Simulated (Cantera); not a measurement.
**Gas-phase reforming**

A perfectly stirred reactor is fed with 35.7 % CH4, 64.3 % CO2, at 0.250 bar; it is held at 1550 K, and followed from long to short residence time.

Cantera simulation using GRI-Mech 3.0 (53 species, 325 reactions); the numbers are that mechanism's predictions, not measurements.

```json
[
 {"τ (s)": "1.1", "x CH4": "0.106", "x CO2": "0.326", "x CH2CO": "4.80e-5", "x C2H": "2.35e-8", "x CH3": "0.000239", "x O": "1.60e-11"},
 {"τ (s)": "0.38", "x CH4": "0.184", "x CO2": "0.459", "x CH2CO": "2.39e-5", "x C2H": "1.55e-8", "x CH3": "0.000347", "x O": "1.15e-11"},
 {"τ (s)": "0.13", "x CH4": "0.262", "x CO2": "0.566", "x CH2CO": "6.50e-6", "x C2H": "7.89e-9", "x CH3": "0.000454", "x O": "7.09e-12"},
 {"τ (s)": "0.043", "x CH4": "0.315", "x CO2": "0.619", "x CH2CO": "1.03e-6", "x C2H": "3.04e-9", "x CH3": "0.000544", "x O": "3.74e-12"},
 {"τ (s)": "0.014", "x CH4": "0.343", "x CO2": "0.637", "x CH2CO": "6.80e-8", "x C2H": "6.42e-10", "x CH3": "0.000554", "x O": "1.42e-12"},
 {"τ (s)": "0.0048", "x CH4": "0.354", "x CO2": "0.642", "x CH2CO": "2.39e-9", "x C2H": "6.83e-11", "x CH3": "0.000433", "x O": "<1e-12"},
 {"τ (s)": "0.0016", "x CH4": "0.356", "x CO2": "0.643", "x CH2CO": "6.39e-11", "x C2H": "4.67e-12", "x CH3": "0.000264", "x O": "<1e-12"},
 {"τ (s)": "0.00054", "x CH4": "0.357", "x CO2": "0.643", "x CH2CO": "1.97e-12", "x C2H": "<1e-12", "x CH3": "0.000134", "x O": "<1e-12"}
]
```
x: mole fraction; the columns are a selection and need not sum to one.
